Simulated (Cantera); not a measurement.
An isothermal, constant-pressure homogeneous reactor starts with 24.4 % H2, 29.1 % O2, 46.5 % N2, at 1200 K and 0.237 atm.

Computed with Cantera and GRI-Mech 3.0 (53 species, 325 reactions). The temperature is held fixed by assumption; the heat of reaction is taken as removed at once.

x: mole fraction; the columns are a selection and need not sum to one.

| t (s) | x H2 | x O2 | x HO2 | x H2O2 | x NO | x H2O |
|---|---|---|---|---|---|---|
| 2.00e-6 | 0.244 | 0.291 | 2.36e-9 | <1e-12 | <1e-12 | 1.71e-10 |
| 1.62e-5 | 0.244 | 0.291 | 2.10e-8 | 5.74e-11 | <1e-12 | 5.04e-8 |
| 0.000131 | 0.0577 | 0.207 | 5.33e-5 | ? | 9.14e-7 | 0.147 |
| 0.00106 | 0.000349 | 0.192 | 1.64e-5 | ? | 5.19e-6 | 0.277 |
| 0.00861 | 4.85e-6 | 0.192 | 5.66e-7 | ? | 5.14e-6 | 0.278 |
| 0.0697 | 2.47e-7 | 0.192 | 4.57e-8 | ? | 5.19e-6 | 0.278 |
| 0.565 | 2.95e-8 | 0.192 | 1.40e-8 | ? | 5.20e-6 | 0.278 |
| 4.57 | 1.66e-8 | 0.192 | 1.46e-8 | 1.43e-9 | 5.19e-6 | 0.278 |
| 37.0 | 1.66e-8 | 0.192 | 1.46e-8 | 1.43e-9 | 5.19e-6 | 0.278 |
| 300 | 1.66e-8 | 0.192 | 1.46e-8 | 1.43e-9 | 5.19e-6 | 0.278 |

Fill in the missing entries.


- 0.000131, x H2O2: 4.53e-6
- 0.00106, x H2O2: 2.01e-6
- 0.00861, x H2O2: 1.73e-7
- 0.0697, x H2O2: 1.89e-8
- 0.565, x H2O2: 2.69e-9
